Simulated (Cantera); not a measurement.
A Cantera script and its output.

```python
import numpy as np
import cantera as ct

gas = ct.Solution("gri30.yaml")


def delay(T, t_max=10):
    gas.TPX = T, 84000, {'CH4': 1, 'O2': 1.33, 'N2': 5.01, 'CO2': 0.35}
    reactor = ct.IdealGasConstPressureReactor(gas, clone=False)
    net = ct.ReactorNet([reactor])
    net.rtol, net.atol = 1e-8, 1e-16
    while net.time < t_max:
        t_old, T_old = net.time, reactor.T
        net.step()
        if reactor.T > T + 400:  # ignition: a rise of 400 K
            return t_old + (T + 400 - T_old) / (reactor.T - T_old) * (net.time - t_old)
    return np.nan


taus = []
for T in [1300, 1350, 1400, 1450, 1500, 1550, 1600, 1650, 1700]:
    taus.append(delay(T))
    print(f"T0 = {T:6g} K   tau = {taus[-1]:.4e} s")
```

It prints:

```
T0 =   1300 K   tau = 1.8331e-02 s
T0 =   1350 K   tau = 9.6705e-03 s
T0 =   1400 K   tau = 5.2576e-03 s
T0 =   1450 K   tau = 2.9514e-03 s
T0 =   1500 K   tau = 1.7158e-03 s
T0 =   1550 K   tau = 1.0358e-03 s
T0 =   1600 K   tau = 6.5016e-04 s
T0 =   1650 K   tau = 4.2397e-04 s
T0 =   1700 K   tau = 2.8653e-04 s
```

Model: GRI-Mech 3.0 (53 species, 325 reactions), integrated in Cantera.
